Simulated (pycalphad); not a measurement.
Source of the numbers: pycalphad with the COST 507 light-alloy database (1999); pressure 1 atm. The data set is of 1999 and partly superseded. The system is extrapolated from its subsystems; higher-order compounds may be missing. Amounts are mole fractions of atoms.

### Question
Give the equilibrium state of Ti-1.996V-1.343Si (wt.%) at 1497 °C.

### Answer
bcc, fraction 0.882, with 2.0 V, 0.88 Si wt.%; liquid, fraction 0.118, with 2.2 V, 4.9 Si wt.%.

### Question
Give the equilibrium state of Ti-1.996V-1.343Si (wt.%) at 697 °C.

### Answer
hcp, fraction 0.862, with 1.3 V, 0.25 Si wt.%; SITI3, fraction 0.071, with no V, 16.4 Si wt.%; bcc, fraction 0.067, with 13.3 V, 1.0 Si wt.%.

Database names, with the compositions (at.%) that they take in these runs: SITI3: Ti 75 Si 25. An entry "none" or "no" means that the model of the phase leaves that element out.
